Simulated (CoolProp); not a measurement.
A single-stage vapour-compression cycle with R21: evaporating at 329.15 K (dew point), condensing at 377.15 K (bubble point), superheat 10 K, subcooling 8 K, compressor efficiency 0.6, no pressure losses. Each further row changes one setting.

Model: reference Helmholtz-energy equation of state, Platzer 1990, in CoolProp. This equation is an older, rougher fit; its heat capacities, sound speeds and derivatives of the liquid may be far off and weren't checked against measurements.

| case | cooling COP | pressure ratio | discharge temperature (K) | refrigerating effect (kJ/kg) | volumetric capacity (kJ/m³) |
|---|---|---|---|---|---|
| as stated | 3.54 | 3.08 | 422.9 | 173 | 3240 |
| evaporating temperature 334.15 K | [?] | 2.69 | [?] | 175 | 3730 |
| condensing temperature 372.15 K | 4.04 | 2.78 | [?] | 178 | 3350 |
| subcooling 13 K | [?] | 3.08 | 422.9 | 178 | 3350 |
| superheat 20 K | 3.53 | 3.08 | [?] | 180 | 3240 |
| compressor efficiency 0.5 | 2.95 | 3.08 | [?] | 173 | 3240 |

Question: Fill in the missing entries.

Answer: 
- evaporating temperature 334.15 K, cooling COP: 4.07
- evaporating temperature 334.15 K, discharge temperature (K): 418.4
- condensing temperature 372.15 K, discharge temperature (K): 415.0
- subcooling 13 K, cooling COP: 3.66
- superheat 20 K, discharge temperature (K): 434.3
- compressor efficiency 0.5, discharge temperature (K): 435.0
